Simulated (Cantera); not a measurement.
An isothermal, constant-pressure homogeneous reactor starts with 0.269 % CO, 3.46 % O2, 0.0289 % H2O, 96.2 % N2, equivalence ratio 0.039, at 1500 K and 1.00 bar.

Cantera simulation using GRI-Mech 3.0 (53 species, 325 reactions); the numbers are that mechanism's predictions, not measurements.

Task: Predict: x(CO) at 200 s; x(O2) at 200 s; x(H2O) at 200 s; x(NO) at 200 s; x(N2O) at 200 s; x(H2) at 200 s.

Result: 
```
Quantity                                             Value
---------------  -----------------------------------------
x(CO) at 200 s     7.27e-8 (gas-phase equilibrium 7.31e-8)
x(O2) at 200 s       0.0333 (gas-phase equilibrium 0.0331)
x(H2O) at 200 s  0.000288 (gas-phase equilibrium 0.000288)
x(NO) at 200 s    7.06e-6 (gas-phase equilibrium 0.000540)
x(N2O) at 200 s    3.66e-8 (gas-phase equilibrium 3.66e-8)
x(H2) at 200 s     3.00e-9 (gas-phase equilibrium 3.01e-9)
```
